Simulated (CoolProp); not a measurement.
Values from CoolProp's reference Helmholtz-energy equation of state, Gao 2016.

### Question
For sulfur dioxide, give the phase and the Z, cp (kJ/(kg K)), expansivity (1/kK) at 85.15 °C and 10.5 MPa; 85.15 °C and 17.1 MPa.

### Answer
- 85.15 °C and 10.5 MPa: liquid; Z 0.186, cp 1.48, expansivity 2.74
- 85.15 °C and 17.1 MPa: liquid; Z 0.297, cp 1.42, expansivity 2.43
